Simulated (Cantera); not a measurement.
# Premixed flame

A freely propagating, adiabatic, planar premixed flame of CH4 : O2 : N2 = 1 : 2 : 7.8 (molar parts), equivalence ratio 1.0, unburnt at 450 K and 1.00 bar; mixture-averaged transport, grid criteria slope 0.08 and curve 0.16, no radiation.

Model: GRI-Mech 3.0 (53 species, 325 reactions), integrated in Cantera. Burning velocities carry a grid error of a few per cent, more on coarse grids.

```json
[
 {"z (mm)": "-1.19", "T (K)": "450", "u (m/s)": "0.714", "x CH4": "0.0925", "x O2": "0.185", "x CH2O": "3.47e-8", "x H": "<1e-8", "x OH": "<1e-8", "x C2H4": "<1e-8"},
 {"z (mm)": "-0.792", "T (K)": "451", "u (m/s)": "0.718", "x CH4": "0.0923", "x O2": "0.185", "x CH2O": "8.57e-7", "x H": "<1e-8", "x OH": "<1e-8", "x C2H4": "1.16e-7"},
 {"z (mm)": "-0.594", "T (K)": "458", "u (m/s)": "0.730", "x CH4": "0.0916", "x O2": "0.184", "x CH2O": "6.40e-6", "x H": "<1e-8", "x OH": "1.04e-8", "x C2H4": "8.92e-7"},
 {"z (mm)": "-0.396", "T (K)": "512", "u (m/s)": "0.820", "x CH4": "0.0879", "x O2": "0.180", "x CH2O": "7.76e-5", "x H": "3.68e-8", "x OH": "4.61e-7", "x C2H4": "1.23e-5"},
 {"z (mm)": "-0.198", "T (K)": "909", "u (m/s)": "1.48", "x CH4": "0.0634", "x O2": "0.148", "x CH2O": "0.000717", "x H": "7.11e-5", "x OH": "3.03e-5", "x C2H4": "0.000189"},
 {"z (mm)": "-0.0991", "T (K)": "1334", "u (m/s)": "2.19", "x CH4": "0.0350", "x O2": "0.107", "x CH2O": "0.00101", "x H": "0.000618", "x OH": "0.000279", "x C2H4": "0.000439"},
 {"z (mm)": "0", "T (K)": "1727", "u (m/s)": "2.85", "x CH4": "0.00812", "x O2": "0.0595", "x CH2O": "0.000624", "x H": "0.00305", "x OH": "0.00218", "x C2H4": "0.000285"},
 {"z (mm)": "0.0991", "T (K)": "1884", "u (m/s)": "3.11", "x CH4": "0.000530", "x O2": "0.0327", "x CH2O": "8.98e-5", "x H": "0.00609", "x OH": "0.00602", "x C2H4": "1.34e-5"},
 {"z (mm)": "0.198", "T (K)": "1929", "u (m/s)": "3.17", "x CH4": "1.74e-5", "x O2": "0.0239", "x CH2O": "3.67e-6", "x H": "0.00722", "x OH": "0.00783", "x C2H4": "1.51e-7"},
 {"z (mm)": "0.396", "T (K)": "1982", "u (m/s)": "3.24", "x CH4": "3.49e-8", "x O2": "0.0193", "x CH2O": "<1e-8", "x H": "0.00689", "x OH": "0.00835", "x C2H4": "<1e-8"},
 {"z (mm)": "0.792", "T (K)": "2047", "u (m/s)": "3.33", "x CH4": "<1e-8", "x O2": "0.0165", "x CH2O": "<1e-8", "x H": "0.00526", "x OH": "0.00804", "x C2H4": "<1e-8"},
 {"z (mm)": "1.58", "T (K)": "2119", "u (m/s)": "3.43", "x CH4": "<1e-8", "x O2": "0.0137", "x CH2O": "<1e-8", "x H": "0.00336", "x OH": "0.00720", "x C2H4": "<1e-8"},
 {"z (mm)": "3.17", "T (K)": "2185", "u (m/s)": "3.52", "x CH4": "<1e-8", "x O2": "0.0109", "x CH2O": "<1e-8", "x H": "0.00193", "x OH": "0.00604", "x C2H4": "<1e-8"}
]
```
x: mole fraction of selected species; z is measured from the peak of heat release.

```json
{
 "laminar_burning_velocity": "71.4 cm/s",
 "thermal_thickness": "0.396 mm",
 "peak x(CH2O)": "0.00101",
 "peak x(H)": "0.00731",
 "peak x(OH)": "0.00835",
 "peak x(C2H4)": "0.000483"
}
```
